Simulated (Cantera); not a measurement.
A closed system holds: 1 mol Pb, 0.043 mol CO, 12 mol H₂, held at 748.15 K and 95.0 Pa.

These are equilibrium values from Cantera (NASA tables, ideal gas, pure condensed phases), not measurements of a reactor. Equilibrium is a limit: real reactors are often held back by kinetics, nucleation or transport.

```csv
species,before,after
H₂,0.996,0.994
CO,0.00268,0.00313
H₂O,0.000863,0.00219
CH₄,0.000878,0.000402
CO₂,1.45e-5,4.28e-5
"Pb(l), mol",1.000,1.000
```
Gas species are given as mole fractions.

Q: Name the change that produced these shifts.
(A) 0.011 mol O₂ added
(B) pressure from 95.0 Pa to 13.0 mbar
(C) temperature from 748.15 K to 1600 K
(D) CO from 0.043 to 0.99 mol

A: A, 0.011 mol O₂ added
